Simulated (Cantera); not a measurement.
## Equilibrium for silicon carbide growth: SiH4 + CH4 + H2

Charge: 1 mol SiH4, 1.7 mol CH4, 250 mol H2, equilibrated at 140 Pa.

Cantera equilibrium calculation (NASA polynomials, part measured and part estimated; ideal gas, pure solids and liquids). Candidate condensed phases: C, C6H6, C7H8, C8H18, Si, SiC; 87 gas species. The numbers say what is thermodynamically allowed, not how fast it happens.

From 1123 K to 2023 K the condensed part is C(graphite) + SiC(s). At 2173 K the condensed part is C(graphite). From 2323 K to 2623 K nothing is condensed.

| T (K) | x H2 | x H | x Si | x C2H2 (acetylene) | x SiC2 | x C | n C(graphite) | n SiC(s) |
|---|---|---|---|---|---|---|---|---|
| 1123 | 1.000 | 1.14e-6 | <1e-12 | 2.20e-8 | <1e-12 | <1e-12 | 0.689 | 1.00 |
| 1273 | 1.000 | 1.91e-5 | 3.31e-11 | 3.72e-7 | <1e-12 | <1e-12 | 0.696 | 1.00 |
| 1423 | 1.000 | 0.000178 | 5.79e-9 | 3.43e-6 | 5.04e-12 | <1e-12 | 0.697 | 1.000 |
| 1573 | 0.999 | 0.00109 | 3.76e-7 | 2.06e-5 | 1.19e-9 | <1e-12 | 0.689 | 1.000 |
| 1723 | 0.995 | 0.00486 | 1.17e-5 | 9.01e-5 | 1.07e-7 | 2.12e-11 | 0.657 | 0.997 |
| 1873 | 0.982 | 0.0171 | 0.000209 | 0.000307 | 4.59e-6 | 1.17e-9 | 0.597 | 0.941 |
| 2023 | 0.947 | 0.0494 | 0.00242 | 0.000846 | 0.000112 | 3.55e-8 | 0.898 | 0.278 |
| 2173 | 0.874 | 0.121 | 0.00327 | 0.00193 | 0.000283 | 6.71e-7 | 0.477 | 0 |
| 2323 | 0.743 | 0.251 | 0.00305 | 0.00251 | 0.000317 | 7.23e-6 | 0 | 0 |
| 2473 | 0.552 | 0.443 | 0.00275 | 0.00208 | 0.000258 | 5.11e-5 | 0 | 0 |
| 2623 | 0.339 | 0.656 | 0.00242 | 0.00129 | 0.000188 | 0.000276 | 0 | 0 |
x: gas mole fraction; n: condensed amount in mol.
